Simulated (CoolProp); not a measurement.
Carbon dioxide along the isobar 6680 kPa: density (kg/m³) from the reference equation and from simpler models built on Tc = 304.1 K, pc = 7377 kPa, ω = 0.224; each cubic takes its own stable root.

Model: reference Helmholtz-energy equation of state, Span 1996, in CoolProp.

```json
[
 {"T (K)": "295.4", "phase": "liquid", "reference": "773.1"},
 {"T (K)": "329.3", "phase": "gas", "reference": "150.1"},
 {"T (K)": "363.1", "phase": "gas", "reference": "119.2"},
 {"T (K)": "397", "phase": "gas", "reference": "101.9"},
 {"T (K)": "430.9", "phase": "gas", "reference": "90.07"},
 {"T (K)": "464.8", "phase": "gas", "reference": "81.25"},
 {"T (K)": "498.7", "phase": "gas", "reference": "74.29"},
 {"T (K)": "532.6", "phase": "gas", "reference": "68.60"},
 {"T (K)": "566.4", "phase": "gas", "reference": "63.84"},
 {"T (K)": "600.3", "phase": "gas", "reference": "59.76"},
 {"T (K)": "634.2", "phase": "gas", "reference": "56.22"}
]
```

Task: How far does each simpler model (van der Waals, Redlich-Kwong, Soave-Redlich-Kwong, Peng-Robinson) lie from the reference over these 11 states: mean and median of the absolute difference, and the worst?

Result: 
- van der Waals: mean 5.8 %, median 2.8 %, worst -38.9 % at 295.4 K and 6680 kPa
- Redlich-Kwong: mean 3.3 %, median 1.5 %, worst -21.2 % at 295.4 K and 6680 kPa
- Soave-Redlich-Kwong: mean 2.9 %, median 1.4 %, worst -18.1 % at 295.4 K and 6680 kPa
- Peng-Robinson: mean 1.4 %, median 0.5 %, worst -8.4 % at 295.4 K and 6680 kPa
